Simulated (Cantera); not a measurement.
Input (Python, Cantera):

```python
import numpy as np
import cantera as ct

gas = ct.Solution("gri30.yaml")


def delay(T, t_max=10):
    gas.TPX = T, 1300000, {'CH3OH': 1, 'O2': 2.73, 'N2': 14.7}
    reactor = ct.IdealGasReactor(gas, clone=False)
    net = ct.ReactorNet([reactor])
    net.rtol, net.atol = 1e-8, 1e-16
    while net.time < t_max:
        t_old, T_old = net.time, reactor.T
        net.step()
        if reactor.T > T + 400:  # ignition: a rise of 400 K
            return t_old + (T + 400 - T_old) / (reactor.T - T_old) * (net.time - t_old)
    return np.nan


taus = []
for T in [1050, 1150, 1250, 1350, 1450, 1550]:
    taus.append(delay(T))
    print(f"T0 = {T:6g} K   tau = {taus[-1]:.4e} s")
```

Result:

```
T0 =   1050 K   tau = 2.8108e-02 s
T0 =   1150 K   tau = 3.6909e-03 s
T0 =   1250 K   tau = 6.8039e-04 s
T0 =   1350 K   tau = 1.6749e-04 s
T0 =   1450 K   tau = 5.2907e-05 s
T0 =   1550 K   tau = 2.0515e-05 s
```

Model: GRI-Mech 3.0 (53 species, 325 reactions), integrated in Cantera. GRI-Mech 3.0 was tuned for natural gas; its chemistry of methanol as a main component is partial and can be far from experiment. The pressure lies above the range GRI-Mech 3.0 was tuned for (to about 10 atm).
